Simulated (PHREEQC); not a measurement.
1 kg of water holding 0.28 mol Na2CO3 and 0.045 mol NaCl is evaporated at 5 °C; the solids stay in contact with the brine. The system is closed to CO2. The run lets Halite, Nahcolite, Natron, Trona precipitate or redissolve, and no other solid.

Model: Pitzer model, pitzer.dat, run in PHREEQC.

Problem. Predict water activity, pH at water left (kg) = 0.3751, 0.1712, 0.1407, 0.1157, 0.06422.

Solution. 
| water left (kg) | water activity | pH |
|---|---|---|
| 0.3751 | 0.970 | 12.09 |
| 0.1712 | 0.939 | 12.25 |
| 0.1407 | 0.926 | 12.30 |
| 0.1157 | 0.909 | 12.35 |
| 0.06422 | 0.810 | 12.57 |

Complexes and solids missing from the database can't appear. Constants without temperature data keep their 25 °C values here.
